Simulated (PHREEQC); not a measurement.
## Brine: speciation

Solution (47 °C): 0.106 mol/kgw Na2SO4. Closed to the air; pH follows from the charge balance.

Equilibrium calculation in PHREEQC: Pitzer model, pitzer.dat.

Precipitation was switched off in this run.

What specific conductance, osmotic coefficient does the model give?

specific conductance 26800 µS/cm; osmotic coefficient 0.784.

Constants without temperature data keep their 25 °C values here.
